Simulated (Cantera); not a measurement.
Si + O₂ + N₂ (thermal oxidation and active oxidation of silicon)

A closed system holds: 1 mol Si, 0.016 mol O₂, a varied amount of N₂, held at 0.0100 bar.

These are equilibrium values from Cantera (NASA tables, ideal gas, pure condensed phases), not measurements of a reactor. Candidate condensed phases: Si, SiO₂, Si₂N₂O, Si₃N₄; 16 gas species. N₂ is the only nitrogen source here; it is nearly inert below about 1500 K, so the nitride shown seldom forms there in practice. Mutual solubility and eutectic melting of coexisting phases are not modelled. The numbers say what is thermodynamically allowed, not how fast it happens.

Problem. Map the stable condensed phases over T = 1048, 1198, 1348, 1498, 1648, 1798, 1948, 2098, 2248 K and n(N₂) in mol = 2.6, 7.8, 13, 18, 24, 29, 34, 40, 45, 50, 55, 61, 66.

Solution. 
```
T in K \ n(N₂) in mol
         2.6 7.8  13  18  24  29  34  40  45  50  55  61  66
   2248    A   A   A   B   B   B   B   B   B   B   B   B   B
   2098    A   A   A   A   A   A   A   A   A   A   A   A   A
   1948    A   A   A   A   A   A   A   A   A   A   A   A   A
   1798    C   C   C   C   C   C   C   C   C   C   C   C   C
   1648    D   D   D   D   D   D   D   C   C   C   C   C   C
   1498    D   D   D   D   D   D   D   D   D   D   D   D   D
   1348    D   D   D   D   D   D   D   D   D   D   D   D   D
   1198    D   D   D   D   D   D   D   D   D   D   D   D   D
   1048    D   D   D   D   D   D   D   D   D   D   D   D   D
```
A: Si; B: gas only; C: Si₃N₄; D: Si₂N₂O + Si₃N₄.
